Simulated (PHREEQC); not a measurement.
0.032 g of hydrous ferric oxide (600 m²/g; 0.2 weak and 0.005 strong sites per Fe, Dzombak-Morel constants, diffuse double layer) in 1 kg of water with 0.001 mol/kgw of an inert sodium salt and 1e-06 mol/kgw CaCl2 and 5.6e-05 mol/kgw CuCl2, at 25 °C; the pH is set by adding NaOH or the inert anion's acid. Oxygen is held at 0.21 atm. No CO2 enters from the air. No solid was allowed to form.

The series has 17 steps of pH, from 4 to 10.

Model: ion-association model, wateq4f.dat, run in PHREEQC.

### Question
Near which pH is half of the Cu sorbed, and on which side is more sorbed?

### Answer
Near pH 6.6, with more sorbed at higher pH.

### Question
At which pH does the surface charge pass through zero?

### Answer
Near pH 9.3.

Along this series the solution becomes supersaturated in solids that the run did not let form, among them Cu(OH)2. The database's constant for dissolved Cu(OH)2 is higher than later reviews accept.
